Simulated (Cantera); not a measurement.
FeS₂ + H₂ (hydrogen reduction and annealing atmospheres)

A closed system holds: 1 mol FeS₂, 290 mol H₂, at 1925 K and 32.0 mbar.

Method: chemical equilibrium by Gibbs-energy minimisation in Cantera with the NASA 1993 tables (ideal gas, pure condensed phases). Candidate condensed phases: Fe, FeS, FeS₂, S; 8 gas species. Equilibrium is a limit: real reactors are often held back by kinetics, nucleation or transport.

```json
{
 "x(H₂)": "0.985",
 "x(H)": "0.00530",
 "x(H₂S)": "0.00348",
 "x(Fe)": "0.00342",
 "x(SH)": "0.00161",
 "x(S₂)": "0.000731",
 "x(S)": "0.000289",
 "gas_amount": "292.3 mol",
 "log10 activity of Fe(l) (absent)": "-0.14",
 "log10 activity of S(l) (absent)": "-3.85"
}
```
